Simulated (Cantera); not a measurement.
Input (Python, Cantera):

```python
import numpy as np
import cantera as ct

gas = ct.Solution("gri30.yaml")
gas.TPX = 1300, 64000, {'CH4': 1, 'H2': 0.049, 'O2': 3.07, 'N2': 11.5, 'H2O': 2.8}
reactor = ct.IdealGasReactor(gas, energy="on", clone=False)
net = ct.ReactorNet([reactor])
net.rtol, net.atol = 1e-08, 1e-16
show = ['CH4', 'H2', 'O2', 'HCO', 'NO', 'H', 'H2O']
times = np.geomspace(4e-06, 1, 15)

steps = ct.SolutionArray(gas, extra=["t"])
rows = []
print(f"{'t/s':>10s}{'T/K':>9s}{'P/Pa':>11s}" + "".join(f"{s:>11s}" for s in show))
for t in times:
    while net.time < t:
        t_next = net.step()
        steps.append(gas.state, t=t_next)
    rows.append([np.interp(t, steps.t, y) for y in (steps.T, steps.P, *steps(*show).X.T)])
    print(f"{t:10.3e}{rows[-1][0]:9.1f}{rows[-1][1]:11.4g}" + "".join(f"{x:11.3e}" for x in rows[-1][2:]))
rate = np.gradient(steps.T, steps.t)
print("integrator steps:", len(steps.t))
if steps.T.max() > steps.T[0] + 200:
    print(f"time of steepest temperature rise: {steps.t[rate.argmax()]:.4e} s")
gas.TPX = 1300, 64000, {'CH4': 1, 'H2': 0.049, 'O2': 3.07, 'N2': 11.5, 'H2O': 2.8}
gas.equilibrate("UV")
print(f"equilibrium (UV): T = {gas.T:.1f} K  " + "  ".join(f"{s} {gas[s].X[0]:.3e}" for s in show))
```

It prints:

```
       t/s      T/K       P/Pa        CH4         H2         O2        HCO         NO          H        H2O
 4.000e-06   1300.0    6.4e+04  5.429e-02  2.660e-03  1.667e-01  2.098e-17  3.296e-20  3.464e-10  1.520e-01
 9.719e-06   1300.0    6.4e+04  5.429e-02  2.660e-03  1.667e-01  1.384e-16  1.849e-19  4.005e-10  1.520e-01
 2.362e-05   1300.0    6.4e+04  5.429e-02  2.660e-03  1.667e-01  8.926e-16  6.830e-19  4.744e-10  1.520e-01
 5.738e-05   1300.0    6.4e+04  5.429e-02  2.660e-03  1.667e-01  5.715e-15  2.376e-18  6.634e-10  1.520e-01
 1.394e-04   1300.0    6.4e+04  5.429e-02  2.660e-03  1.667e-01  3.904e-14  9.700e-18  1.201e-09  1.520e-01
 3.388e-04   1300.0    6.4e+04  5.429e-02  2.660e-03  1.667e-01  3.259e-13  5.279e-17  3.059e-09  1.520e-01
 8.231e-04   1300.0    6.4e+04  5.428e-02  2.660e-03  1.667e-01  4.626e-12  4.330e-16  1.227e-08  1.520e-01
 2.000e-03   1300.3  6.401e+04  5.422e-02  2.655e-03  1.666e-01  1.539e-10  5.731e-15  6.537e-08  1.521e-01
 4.860e-03   1303.3  6.416e+04  5.371e-02  2.652e-03  1.663e-01  2.041e-09  5.554e-14  1.680e-07  1.525e-01
 1.181e-02   1384.1  6.834e+04  4.275e-02  5.514e-03  1.574e-01  4.837e-07  1.331e-11  1.091e-05  1.628e-01
 2.869e-02   2460.0  1.223e+05  1.107e-17  4.754e-03  5.402e-02  1.363e-09  6.072e-03  1.321e-03  2.485e-01
 6.971e-02   2454.9   1.22e+05  1.079e-17  4.709e-03  5.253e-02  1.319e-09  9.206e-03  1.286e-03  2.488e-01
 1.694e-01   2454.6   1.22e+05  1.078e-17  4.706e-03  5.244e-02  1.317e-09  9.383e-03  1.284e-03  2.488e-01
 4.116e-01   2454.6   1.22e+05  1.078e-17  4.706e-03  5.244e-02  1.317e-09  9.383e-03  1.284e-03  2.488e-01
 1.000e+00   2454.6   1.22e+05  1.078e-17  4.706e-03  5.244e-02  1.317e-09  9.383e-03  1.284e-03  2.488e-01
integrator steps: 2118
time of steepest temperature rise: 1.2204e-02 s
equilibrium (UV): T = 2454.6 K  CH4 1.498e-17  H2 4.706e-03  O2 5.244e-02  HCO 1.317e-09  NO 9.383e-03  H 1.284e-03  H2O 2.488e-01
```

Model: GRI-Mech 3.0 (53 species, 325 reactions), integrated in Cantera.
